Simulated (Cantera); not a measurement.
Feed: 1 mol SiH4, 0.012 mol CH4, 250 mol H2, equilibrated at 1523.15 K and 8.80 mbar.

These are equilibrium values from Cantera (NASA tables, ideal gas, pure condensed phases), not measurements of a reactor. Candidate condensed phases: C, C6H6, C7H8, C8H18, Si, SiC; 87 gas species. Mutual solubility and eutectic melting of coexisting phases are not modelled. The numbers say what is thermodynamically allowed, not how fast it happens.

Base state: H2 1.000, H 0.000247 (mole fractions); condensed: Si(s) + SiC(s).

Task: What changes in the equilibrium state with this change: temperature from 1523.15 K to 1750 K?

Result: 
```csv
species,before,after
H2,1.000,0.997
H,0.000247,0.00248
Si,2.06e-6,0.000171
SiH,5.63e-7,2.11e-5
SiH2,2.01e-6,2.08e-5
"Si(s), mol",0.987,0
"SiC(s), mol",0.0120,0.0116
"Si(l), mol",0,0.933
```
Gases not in the tables: Si2H6 and higher silanes.

Task: What changes in the equilibrium state with this change: SiH4 replaced by CH3SiH3?

Result: 
| species | before | after |
|---|---|---|
| H2 | 1.000 | 1.000 |
| H | 0.000247 | 0.000247 |
| CH4 | 1.61e-7 | 2.02e-5 |
| C2H2 (acetylene) | <1e-9 | 1.18e-5 |
| Si(s), mol | 0.987 | 0 |
| SiC(s), mol | 0.0120 | 1.000 |
| C(graphite), mol | 0 | 0.000862 |
The feed counts by its element totals alone.

Task: What changes in the equilibrium state with this change: temperature from 1523.15 K to 2500 K?

Result: 
```json
[
 {"species": "H2", "before": "1.000", "after": "0.762"},
 {"species": "H", "before": "0.000247", "after": "0.234"},
 {"species": "Si", "before": "2.06e-6", "after": "0.00341"},
 {"species": "C2H2 (acetylene)", "before": "<1e-9", "after": "1.76e-5"},
 {"species": "SiH", "before": "5.63e-7", "after": "7.37e-5"},
 {"species": "Si(s), mol", "before": "0.987", "after": "0"},
 {"species": "SiC(s), mol", "before": "0.0120", "after": "0"}
]
```
